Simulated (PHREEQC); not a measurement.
A made-up water analysis in mg/L, 25 °C, pH 6.02, pe 12.8:

```json
[
 {"constituent": "Na", "mg/L": "0.226"},
 {"constituent": "K", "mg/L": "0.141"},
 {"constituent": "Ca", "mg/L": "0.0272"},
 {"constituent": "Mg", "mg/L": "0.056"},
 {"constituent": "Cl", "mg/L": "0.0894"},
 {"constituent": "S(6) as SO4", "mg/L": "0.324"},
 {"constituent": "Alkalinity as HCO3", "mg/L": "0.604"},
 {"constituent": "Cu(2)", "mg/L": "0.021"}
]
```

Valence states are taken as typed.

The numbers come from PHREEQC with the ion-association model, phreeqc.dat.

No solid was allowed to form.

Predict the charge-balance error.

charge-balance error 2.2 %.

In which forms is Cu present?

Cu+2 96 %, Cu(OH)2 2.1 %, CuOH+ 1.0 %, CuHCO3+ 0.5 % of the Cu.
